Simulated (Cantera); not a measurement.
An isothermal, constant-pressure homogeneous reactor starts with H₂ : O₂ = 0.015 : 1 (molar parts), equivalence ratio 0.0075, at 1098 K and 120 Pa.

Model: the H2/O2 subset of GRI-Mech 3.0, which has no nitrogen chemistry, integrated in Cantera. Radical loss at walls, strong at low pressure, is not modelled.

One state of this run: x H₂ = 7.02e-5; x O₂ = 0.975; x O = 0.00913; x HO₂ = 1.62e-7; x H₂O = 0.0140; x H = 0.000802. x: mole fraction; the columns are a selection and need not sum to one.

### Question
Which value of t (s) does it belong to?
A. 0.0733
B. 0.0294
C. 2.81
D. 1.13

### Answer
C, 2.81
